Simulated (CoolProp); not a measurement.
Ammonia at 234.62 K and 9.2 MPa flows at 19 m/s in a round tube of 50 mm bore and 15 µm roughness, fully developed (64/Re and Nu = 3.66 if laminar; Colebrook and Gnielinski if turbulent). Each further row changes one setting.

Values from CoolProp's reference Helmholtz-energy equation of state, Gao 2020.

```tsv
case	Reynolds number	Darcy friction factor	pressure drop (Pa/m)	heat-transfer coefficient (W/(m² K))	mass flow (kg/h)
as stated	2300000	0.0153	38200	87100	93000
velocity 38 m/s	4600000	0.0151	151000	173000	186000
diameter 100 mm	4600000	0.0132	16600	76700	372000
```

Viscosity comes from a separate model (Fenghour 1995). Thermal conductivity comes from a separate model (Tufeu 1984).
